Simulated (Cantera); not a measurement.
A Cantera script and its output.

```python
import numpy as np
import cantera as ct

gas = ct.Solution("gri30.yaml")


def delay(T, t_max=10):
    gas.TPX = T, 150000, {'CH4': 1, 'C2H6': 0.074, 'O2': 1.03, 'N2': 3.86}
    reactor = ct.IdealGasReactor(gas, clone=False)
    net = ct.ReactorNet([reactor])
    net.rtol, net.atol = 1e-8, 1e-16
    while net.time < t_max:
        t_old, T_old = net.time, reactor.T
        net.step()
        if reactor.T > T + 400:  # ignition: a rise of 400 K
            return t_old + (T + 400 - T_old) / (reactor.T - T_old) * (net.time - t_old)
    return np.nan


taus = []
for T in [1200, 1275, 1350, 1425, 1500, 1575]:
    taus.append(delay(T))
    print(f"T0 = {T:6g} K   tau = {taus[-1]:.4e} s")
```

It prints:

```
T0 =   1200 K   tau = 7.7241e-03 s
T0 =   1275 K   tau = 3.3991e-03 s
T0 =   1350 K   tau = 1.5074e-03 s
T0 =   1425 K   tau = 6.7876e-04 s
T0 =   1500 K   tau = 3.1682e-04 s
T0 =   1575 K   tau = 1.5680e-04 s
```

Detailed kinetics in Cantera: GRI-Mech 3.0 (53 species, 325 reactions).
